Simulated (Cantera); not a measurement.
Equilibrium for halide evaporation, hydrolysis and transport: CuF2 + H2O + N2

Input: 1 mol CuF2, 4.1 mol H2O, 0.48 mol N2, equilibrated at 1200 °C and 480 Pa.

These are equilibrium values from Cantera (NASA tables, ideal gas, pure condensed phases), not measurements of a reactor. Candidate condensed phases: Cu, CuF2, CuO, Cu(OH)2, Cu2O, H2O; 45 gas species. Equilibrium is a limit: real reactors are often held back by kinetics, nucleation or transport.

The x(H2O) is 0.532 and the x(HF) is 0.337. The x(N2) is 0.0820, the x(O2) is 0.0428 and the x(CuF) is 0.00455. The x(Cu) is 0.000785 and the x(OH) is 0.000363. The x(NO) comes out as 0.000156 and the x(H2) is 4.87e-5. The n(Cu2O(s)) comes out as 0.484 mol and the gas amount is 5.850 mol. The log10 activity of Cu(l) (absent) comes out as -0.14 and the log10 activity of CuF2(l) (absent) comes out as -6.75. The log10 activity of Cu(OH)2(s) (absent) comes out as -7.36.
